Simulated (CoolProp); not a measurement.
R236FA along the isobar 43.4 bar: fugacity coefficient from the reference equation and from simpler models built on Tc = 398.1 K, pc = 31.91 bar, ω = 0.377; each cubic takes its own stable root.

The numbers come from the reference Helmholtz-energy equation of state, Pan 2012 in CoolProp.

```csv
T (K),phase,reference,van der Waals,Redlich-Kwong,Soave-Redlich-Kwong,Peng-Robinson
276.2,liquid,0.03240,0.1626,0.06856,0.03319,?
290,liquid,0.05298,?,0.09901,?,0.05290
303.7,liquid,0.08131,0.2392,0.1362,0.08429,0.08128
317.5,liquid,0.1189,0.2823,0.1806,0.1238,0.1190
331.2,liquid,0.1658,0.3274,0.2311,0.1733,?
345,liquid,0.2228,0.3747,0.2874,?,0.2234
358.7,liquid,0.2886,0.4229,0.3477,0.3021,0.2893
372.5,liquid,0.3629,0.4721,0.4114,0.3791,0.3629
386.2,liquid,0.4428,0.5208,0.4757,0.4600,0.4406
400,supercritical,0.5258,0.5686,0.5391,?,0.5190
```

Question: Some entries are withheld; supply them.

Answer: 
- 276.2, Peng-Robinson: 0.03236
- 290, van der Waals: 0.1994
- 290, Soave-Redlich-Kwong: 0.05461
- 331.2, Peng-Robinson: 0.1662
- 345, Soave-Redlich-Kwong: 0.2333
- 400, Soave-Redlich-Kwong: 0.5415
